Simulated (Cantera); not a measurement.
A closed system holds: 1 mol Si3H8, 9.7 mol H2, 1.7 mol HCl, equilibrated at 1330 Pa.

Method: chemical equilibrium by Gibbs-energy minimisation in Cantera with the NASA 1993 tables (ideal gas, pure condensed phases). Candidate condensed phases: Si; 19 gas species. The feed counts by its element totals alone. The tables' values for SiCl3 are old estimates; treat these amounts as uncertain. The numbers say what is thermodynamically allowed, not how fast it happens.

x: gas mole fraction; n: condensed amount in mol.

| T (°C) | x H2 | x HCl | x SiCl2 | x SiCl4 | x SiHCl3 | n Si(s) |
|---|---|---|---|---|---|---|
| 727 | 0.953 | 0.0225 | 0.000902 | 0.0175 | (withheld) | 2.63 |
| 777 | 0.945 | 0.0321 | 0.00203 | 0.0147 | (withheld) | 2.66 |
| 827 | 0.936 | 0.0430 | 0.00402 | 0.0112 | (withheld) | 2.69 |
| 877 | 0.927 | 0.0538 | 0.00688 | 0.00739 | (withheld) | 2.71 |
| 927 | 0.919 | 0.0628 | 0.0101 | 0.00412 | (withheld) | 2.72 |
| 977 | 0.914 | 0.0686 | 0.0130 | 0.00194 | (withheld) | 2.73 |
| 1027 | 0.911 | 0.0715 | 0.0150 | 0.000820 | (withheld) | 2.73 |
| 1077 | 0.909 | 0.0726 | 0.0163 | 0.000337 | (withheld) | 2.72 |
| 1127 | 0.909 | 0.0728 | 0.0172 | 0.000141 | (withheld) | 2.72 |
| 1177 | 0.909 | 0.0726 | 0.0179 | 6.10e-5 | (withheld) | 2.71 |
| 1227 | 0.909 | 0.0722 | 0.0184 | 2.77e-5 | (withheld) | 2.71 |

What belongs in the gaps?


- 727, x SiHCl3: 0.00524
- 777, x SiHCl3: 0.00450
- 827, x SiHCl3: 0.00359
- 877, x SiHCl3: 0.00259
- 927, x SiHCl3: 0.00164
- 977, x SiHCl3: 0.000918
- 1027, x SiHCl3: 0.000476
- 1077, x SiHCl3: 0.000241
- 1127, x SiHCl3: 0.000124
- 1177, x SiHCl3: 6.58e-5
- 1227, x SiHCl3: 3.61e-5
